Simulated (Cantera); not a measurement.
Feed: 1 mol SiH2Cl2, 49 mol N2, 14 mol H2, held at 800 °C and 0.560 bar.

Cantera equilibrium calculation (NASA polynomials, part measured and part estimated; ideal gas, pure solids and liquids). Candidate condensed phases: NH4Cl, Si, Si3N4; 28 gas species. N2 is the only nitrogen source here; it is nearly inert below about 1500 K, so the nitride shown seldom forms there in practice. Rates play no part.

Base state: N2 0.751, H2 0.218, HCl 0.0311, NH3 1.82e-5 (mole fractions); condensed: Si3N4(s).

Q: What changes in the equilibrium state with this change: SiH2Cl2 replaced by SiCl4?

A: 
```csv
species,before,after
N2,0.751,0.751
H2,0.218,0.187
HCl,0.0311,0.0618
SiCl4,4.50e-6,9.56e-5
NH3,1.82e-5,1.45e-5
"Si3N4(s), mol",0.333,0.331
```

Q: What changes in the equilibrium state with this change: SiH2Cl2 replaced by SiHCl3?

A: 
| species | before | after |
|---|---|---|
| N2 | 0.751 | 0.751 |
| H2 | 0.218 | 0.202 |
| HCl | 0.0311 | 0.0465 |
| SiCl4 | 4.50e-6 | 2.62e-5 |
| NH3 | 1.82e-5 | 1.63e-5 |
| Si3N4(s), mol | 0.333 | 0.333 |

Q: What changes in the equilibrium state with this change: SiH2Cl2 replaced by Si2Cl6?

A: 
```
species         before     after
-------------  -------  --------
N2               0.751     0.738
H2               0.218     0.171
HCl             0.0311    0.0906
SiCl4          4.50e-6  0.000533
SiHCl3         3.87e-7   1.24e-5
NH3            1.82e-5   1.26e-5
Si3N4(s), mol    0.333     0.655
```
The feed counts by its element totals alone.
